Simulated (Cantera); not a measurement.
Feed: 1 mol Si, 0.036 mol O2, 80 mol N2, held at 0.0100 bar.

Method: chemical equilibrium by Gibbs-energy minimisation in Cantera with the NASA 1993 tables (ideal gas, pure condensed phases). Candidate condensed phases: Si, SiO2, Si2N2O, Si3N4; 16 gas species. N2 is the only nitrogen source here; it is nearly inert below about 1500 K, so the nitride shown seldom forms there in practice. Mutual solubility and eutectic melting of coexisting phases are not modelled. Rates play no part.

Problem. Which condensed phases are stable at each of these points (T (K)): 1200, 1275, 1350, 1425, 1500, 1575, 1650, 1725, 1800?

Solution. 
```json
[
 {"T (K)": "1200", "condensed phases": "Si2N2O(s) + Si3N4(s)", "Si condensed (%)": "100.0"},
 {"T (K)": "1275", "condensed phases": "Si2N2O(s) + Si3N4(s)", "Si condensed (%)": "100.0"},
 {"T (K)": "1350", "condensed phases": "Si2N2O(s) + Si3N4(s)", "Si condensed (%)": "100.0"},
 {"T (K)": "1425", "condensed phases": "Si2N2O(s) + Si3N4(s)", "Si condensed (%)": "100.0"},
 {"T (K)": "1500", "condensed phases": "Si2N2O(s) + Si3N4(s)", "Si condensed (%)": "99.9"},
 {"T (K)": "1575", "condensed phases": "Si2N2O(s) + Si3N4(s)", "Si condensed (%)": "99.0"},
 {"T (K)": "1650", "condensed phases": "Si3N4(s)", "Si condensed (%)": "92.8"},
 {"T (K)": "1725", "condensed phases": "Si3N4(s)", "Si condensed (%)": "92.4"},
 {"T (K)": "1800", "condensed phases": "Si3N4(s)", "Si condensed (%)": "90.0"}
]
```

From 1200 K to 1575 K the condensed part is Si2N2O(s) + Si3N4(s). From 1650 K to 1800 K the condensed part is Si3N4(s).
